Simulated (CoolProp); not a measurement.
Vapour-liquid equilibrium of cyclohexane (1) + p-xylene (2) at 472.5 K; x and y are mole fractions of (1).

Computed with CoolProp (multi-fluid Helmholtz-energy mixture model, Zhou 2014 and Zhou 2012; pair parameters Bell 2016).

Problem. Give the bubble pressure and the first vapour's composition at x = 0.725, 0.875, 0.95. Is there an azeotrope?

Solution. x = 0.725: 1.089 MPa, y = 0.858; x = 0.875: 1.220 MPa, y = 0.937; x = 0.95: 1.286 MPa, y = 0.975. No azeotrope shows between x = 0.05 and 0.95.

Pair parameters are fitted to limited data, so mixtures are less certain than the pure fluids.
